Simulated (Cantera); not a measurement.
Charge: 1 mol Si₂Cl₆, 0.02 mol Cl₂, 130 mol H₂, at 0.133 bar.

Cantera equilibrium calculation (NASA polynomials, part measured and part estimated; ideal gas, pure solids and liquids). Candidate condensed phases: Si; 19 gas species. The feed counts by its element totals alone. Gases not in the tables: Si₂H₆ and higher silanes. Kinetics and transport are ignored.

Task: Which condensed phases are stable at each of these points (T (°C)): 550, 700, 850, 1000, 1150, 1300, 1450?

Result: 
| T (°C) | condensed phases | Si condensed (%) |
|---|---|---|
| 550 | Si(s) | 17.7 |
| 700 | Si(s) | 28.6 |
| 850 | Si(s) | 50.3 |
| 1000 | Si(s) | 67.5 |
| 1150 | Si(s) | 70.1 |
| 1300 | Si(s) | 68.8 |
| 1450 | Si(l) | 68.4 |

From 550 °C to 1300 °C the condensed part is Si(s). At 1450 °C the condensed part is Si(l).
